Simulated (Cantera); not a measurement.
Catalytic stagnation flow on Pt

A jet of H2 : O2 : N2 = 0.018 : 0.057 : 0.79 (molar parts), equivalence ratio 0.16 at 300 K and 0.160 bar hits a platinum plate 3.5 cm away at a mass flux of 0.03 kg/m²/s; the plate temperature is set and raised in steps from an oxygen-covered start.

Detailed kinetics in Cantera: Deutschmann's 1995 Pt surface mechanism with GRI-Mech 3.0 gas chemistry. Catalytic surfaces can have several steady states; this one follows from the mechanism file's or the stated starting coverage.

| plate T (K) | wall x H2 | wall x O2 | wall x H2O | wall x OH | θ free Pt | θ O* | θ OH* |
|---|---|---|---|---|---|---|---|
| 700 | 0.00114 | 0.0450 | 0.0375 | <1e-8 | 0.0539 | 0.943 | 0.00343 |
| 750 | 0.000904 | 0.0448 | 0.0377 | <1e-8 | 0.0714 | 0.926 | 0.00285 |
| 800 | 0.000639 | 0.0446 | 0.0380 | <1e-8 | 0.107 | 0.891 | 0.00257 |
| 850 | 0.000459 | 0.0445 | 0.0381 | <1e-8 | 0.157 | 0.841 | 0.00236 |
| 900 | 0.000344 | 0.0444 | 0.0381 | 2.98e-8 | 0.217 | 0.781 | 0.00214 |
x: mole fraction at the wall; θ: surface coverage.
